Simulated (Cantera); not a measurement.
Input (Python, Cantera) and output of one run.

```python
import numpy as np
import cantera as ct

gas_names = """
    CL CL2 H HCL H2 N NH NH2 NH3 N2 N2H2 N2H4 Si SiCL SiCL2 SiCL3 SiCL4 SiH SiHCL3 SiH2 SiH2CL2 SiH3
    SiH3CL SiH4 SiN Si2 Si2N Si3
""".split()
cond_names = """
    NH4CL(a) NH4CL(b) Si(cr) Si(L) Si3N4(a)
""".split()


# ... load() reads the species with a 1 bar reference pressure and builds the phases ...
atoms = {
    'SiH2Cl2': {'Si': 1, 'H': 2, 'CL': 2},
    'N2': {'N': 2},
}
top_T = {'Si3N4(a)': 2400}  # K; cautious upper limits of use, not melting points


# ... equilibrate(T, P, feed) seeds the gas with the atoms and calls Mixture.equilibrate('TP', solver="vcs", rtol=1e-11, max_steps=5000) ...
results = []
feed = {'SiH2Cl2': 1, 'N2': 35}  # mol
P = 150  # Pa
for T in [1098, 1198, 1298, 1398, 1498, 1598, 1698, 1798, 1898]:
    mix = equilibrate(T, P, feed)
    results.append((T, P, feed, dict(zip(mix.species_names, mix.species_moles))))

top = {s: max(r[3][s] / sum(r[3][g] for g in gas_names) for r in results) for s in gas_names}
cols = sorted((s for s in top if top[s] > 0.001), key=lambda s: -top[s])[:8]
seen = [c for c in cond_names if any(r[3].get(c, 0) > 1e-12 for r in results)]
print("log10 of partial pressures in bar; condensed amounts in mol")
print(f"{'T/K':>10s}" + "".join(f"{s[:9]:>10s}" for s in cols + seen))
for T, P, feed, n in results:
    ng = sum(n[g] for g in gas_names)
    print(f"{T:10.4g}" + "".join(f"{np.log10(max(n[s] / ng * P / 1e5, 1e-99)):10.3f}" for s in cols)
          + "".join(f"{n.get(c, 0):10.4g}" for c in seen))
```

It prints:

```
log10 of partial pressures in bar; condensed amounts in mol
       T/K        N2       HCL        H2     SiCL2        Si         H     SiCL4        CL     Si(L)  Si3N4(a)
      1098    -2.847    -4.184    -5.066    -7.130   -17.800   -10.140    -5.382    -9.306         0     0.298
      1198    -2.847    -4.182    -5.077    -6.064   -15.040    -9.259    -5.478    -8.426         0    0.2948
      1298    -2.848    -4.203    -5.005    -5.295   -12.710    -8.473    -5.814    -7.744         0    0.2705
      1398    -2.848    -4.283    -4.824    -4.882   -10.717    -7.737    -6.588    -7.280         0    0.2174
      1498    -2.848    -4.422    -4.659    -4.674    -8.994    -7.094    -7.550    -6.951         0    0.1567
      1598    -2.848    -4.595    -4.554    -4.558    -7.490    -6.551    -8.520    -6.693         0    0.1051
      1698    -2.848    -4.777    -4.499    -4.499    -6.183    -6.089    -9.437    -6.476    0.1894         0
      1798    -2.850    -4.758    -4.513    -4.512    -5.511    -5.710    -9.892    -6.071     0.133         0
      1898    -2.852    -4.708    -4.549    -4.547    -5.024    -5.381   -10.230    -5.663         0         0
```

These are equilibrium values from Cantera (NASA tables, ideal gas, pure condensed phases), not measurements of a reactor. N2 is the only nitrogen source here; it is nearly inert below about 1500 K, so the nitride shown seldom forms there in practice. The tables' values for SiCl, SiCl3, SiN are old estimates; treat these amounts as uncertain.
